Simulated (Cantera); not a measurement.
A closed system holds: 1 mol CHF₃, a varied amount of HCl, equilibrated at 2573.15 K and 0.100 bar.

Equilibrium computed with Cantera from the NASA thermochemical tables; the gas is ideal and each condensed phase is pure. Candidate condensed phases: C, C₆H₆, C₇H₈, C₈H₁₈; 118 gas species. Gases not in the tables: C₂F₆ and larger saturated fluorocarbons. Equilibrium is a limit: real reactors are often held back by kinetics, nucleation or transport.

Task: What share of the C ends up in condensed phases as a function of n(HCl) (mol), at 0.018, 0.028, 0.043, 0.065, 0.1, 0.15, 0.24, 0.36, 0.56, 0.85, 1.3, 2?

Result: 
| n(HCl) (mol) | C condensed (%) | as |
|---|---|---|
| 0.018 | 30.4 | C(graphite) |
| 0.028 | 30.8 | C(graphite) |
| 0.043 | 31.4 | C(graphite) |
| 0.065 | 32.2 | C(graphite) |
| 0.1 | 33.6 | C(graphite) |
| 0.15 | 35.6 | C(graphite) |
| 0.24 | 39.2 | C(graphite) |
| 0.36 | 43.9 | C(graphite) |
| 0.56 | 51.9 | C(graphite) |
| 0.85 | 63.2 | C(graphite) |
| 1.3 | 79.7 | C(graphite) |
| 2 | 97.5 | C(graphite) |
